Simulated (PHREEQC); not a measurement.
Solution (39 °C): 0.0125 mol/kgw HF, 0.0015 mol/kgw H2SiF6, 0.00081 mol/kgw H3PO4 and 0.0015 mol/kgw HNO3. Closed to the air; pH follows from the charge balance.

Model: ion-association model, phreeqc.dat, run in PHREEQC.

This is a speciation only: nothing precipitates in the calculation.

Problem. What pH, ionic strength does the model give?

Solution. pH 2.25; ionic strength 0.00761 mol/kgw.

Problem. In which forms is F present?

Solution. HF 52 %, SiF6-2 42 %, F- 5.3 % of the F.

Complexes and solids missing from the database can't appear. At this temperature some constants are extrapolated from 25 °C, and those without enthalpy data are left unchanged. SiF6-2 is the database's only silicon fluoride.
